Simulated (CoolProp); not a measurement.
Vapour-liquid equilibrium of R125 (1) + R1234yf (2) at 181.7 K; x and y are mole fractions of (1).

Computed with CoolProp (multi-fluid Helmholtz-energy mixture model, Lemmon 2005 and Lemmon 2022; pair parameters Bell 2023).

```json
[
 {"x": "0.05", "bubble pressure, mixture model (MPa)": "0.002356", "bubble pressure, Raoult's law (MPa)": "0.002346", "y, mixture model": "0.141", "y, Raoult's law": "0.138"},
 {"x": "0.2", "bubble pressure, mixture model (MPa)": "(withheld)", "bubble pressure, Raoult's law (MPa)": "0.002998", "y, mixture model": "0.436", "y, Raoult's law": "0.432"},
 {"x": "0.35", "bubble pressure, mixture model (MPa)": "0.003685", "bubble pressure, Raoult's law (MPa)": "0.003651", "y, mixture model": "(withheld)", "y, Raoult's law": "0.621"},
 {"x": "0.5", "bubble pressure, mixture model (MPa)": "0.004333", "bubble pressure, Raoult's law (MPa)": "0.004303", "y, mixture model": "(withheld)", "y, Raoult's law": "0.753"},
 {"x": "0.65", "bubble pressure, mixture model (MPa)": "0.004977", "bubble pressure, Raoult's law (MPa)": "0.004956", "y, mixture model": "0.848", "y, Raoult's law": "0.850"},
 {"x": "0.8", "bubble pressure, mixture model (MPa)": "0.005619", "bubble pressure, Raoult's law (MPa)": "0.005608", "y, mixture model": "0.922", "y, Raoult's law": "0.924"},
 {"x": "0.95", "bubble pressure, mixture model (MPa)": "0.006263", "bubble pressure, Raoult's law (MPa)": "0.006261", "y, mixture model": "0.982", "y, Raoult's law": "0.983"}
]
```

Question: Fill in the missing entries.

Answer: 
- 0.2, bubble pressure, mixture model (MPa): 0.003027
- 0.35, y, mixture model: 0.622
- 0.5, y, mixture model: 0.751

The largest gap from Raoult's law is +1.0 % in bubble pressure, at x = 0.2. No azeotrope shows between x = 0.05 and 0.95.

The pair parameters rest on a limited set of measurements; away from them the model extrapolates.
